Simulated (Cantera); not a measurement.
An adiabatic, constant-volume homogeneous reactor starts with 16.9 % CH4, 16.9 % O2, 63.6 % N2, 2.54 % H2O, equivalence ratio 2.0, at 1425 K and 100000 Pa.

Model: GRI-Mech 3.0 (53 species, 325 reactions), integrated in Cantera.

Task: Predict: time of steepest temperature rise; temperature at 1.00 s; equilibrium temperature; x(O2) at 1.00 s; x(H2O) at 1.00 s; x(NO) at 1.00 s; x(HCO) at 1.00 s.

Result: 
| Item | Value |
|---|---|
| time of steepest temperature rise | 3.69 ms |
| temperature at 1.00 s | 2675 K |
| equilibrium temperature | 2675 K |
| x(O2) at 1.00 s | 6.67e-5 (gas-phase equilibrium 6.67e-5) |
| x(H2O) at 1.00 s | 0.144 (gas-phase equilibrium 0.144) |
| x(NO) at 1.00 s | 0.000453 (gas-phase equilibrium 0.000453) |
| x(HCO) at 1.00 s | 4.30e-7 (gas-phase equilibrium 4.30e-7) |
